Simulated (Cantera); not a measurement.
A perfectly stirred reactor is fed with N₂O : H₂O = 1 : 0.098 (molar parts), at 760 Torr; it is held at 1375 K, and followed from long to short residence time.

Cantera simulation using GRI-Mech 3.0 (53 species, 325 reactions); the numbers are that mechanism's predictions, not measurements. GRI-Mech 3.0 was tuned for natural gas; its chemistry of N2O as a main component is partial and can be far from experiment. The mechanism lacks the step 2 NO + O2 → 2 NO2, which can matter for NO2 below about 1400 K. The temperature is held fixed by assumption; the heat of reaction is taken as removed at once.

### Question
What does this change do: temperature 1375 to 1050 K?

### Answer
```json
[
 {"quantity": "x(N₂O) at τ = 21.0 s", "before": "0.00381", "after": "0.498"},
 {"quantity": "x(H₂O) at τ = 21.0 s", "before": "0.0614", "after": "0.0766"},
 {"quantity": "x(O₂) at τ = 21.0 s", "before": "0.303", "after": "0.137"},
 {"quantity": "x(N₂) at τ = 21.0 s", "before": "0.615", "after": "0.280"},
 {"quantity": "x(H₂) at τ = 21.0 s", "before": "1.51e-7", "after": "2.26e-9"},
 {"quantity": "x(N₂O) at τ = 0.170 s", "before": "0.233", "after": "0.904"},
 {"quantity": "x(H₂O) at τ = 0.170 s", "before": "0.0684", "after": "0.0890"},
 {"quantity": "x(O₂) at τ = 0.170 s", "before": "0.206", "after": "0.00231"},
 {"quantity": "x(N₂) at τ = 0.170 s", "before": "0.440", "after": "0.00486"},
 {"quantity": "x(H₂) at τ = 0.170 s", "before": "5.88e-7", "after": "1.45e-8"}
]
```
